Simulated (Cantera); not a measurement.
Input: 1 mol SiCl₄, 0.77 mol Cl₂, 20 mol H₂, held at 12.0 bar.

Cantera equilibrium calculation (NASA polynomials, part measured and part estimated; ideal gas, pure solids and liquids). Candidate condensed phases: Si; 19 gas species. The tables' values for SiCl₃ are old estimates; treat these amounts as uncertain. The numbers say what is thermodynamically allowed, not how fast it happens.

log p: log10 of the partial pressure in bar; nothing condenses.

| T (°C) | log p H₂ | log p HCl | log p SiCl₄ | log p SiHCl₃ | log p SiCl₃ | log p SiCl₂ |
|---|---|---|---|---|---|---|
| 302 | 1.03 | -0.07 | -0.26 | -3.99 | -10.41 | <-10 |
| 377 | 1.03 | -0.07 | -0.26 | -3.25 | -8.54 | <-10 |
| 452 | 1.03 | -0.07 | -0.26 | -2.68 | -7.07 | <-10 |
| 527 | 1.03 | -0.07 | -0.26 | -2.21 | -5.89 | -9.46 |
| 602 | 1.02 | -0.06 | -0.27 | -1.84 | -4.91 | -7.79 |
| 677 | 1.02 | -0.06 | -0.28 | -1.54 | -4.11 | -6.41 |
| 752 | 1.02 | -0.05 | -0.30 | [?] | -3.43 | [?] |
| 827 | 1.02 | -0.03 | -0.33 | -1.11 | -2.87 | -4.27 |
| 902 | 1.02 | -0.01 | -0.36 | [?] | -2.40 | [?] |
| 977 | 1.02 | 0.01 | -0.41 | -0.85 | -2.00 | -2.74 |
| 1052 | 1.02 | 0.03 | -0.47 | -0.77 | -1.68 | -2.15 |
| 1127 | 1.01 | 0.06 | -0.54 | -0.74 | -1.42 | -1.67 |
| 1202 | 1.01 | 0.09 | -0.64 | -0.74 | -1.22 | -1.28 |

**Question.** What belongs in the gaps?

**Answer.** 
- 752, log p SiHCl₃: -1.30
- 752, log p SiCl₂: -5.25
- 902, log p SiHCl₃: -0.96
- 902, log p SiCl₂: -3.44
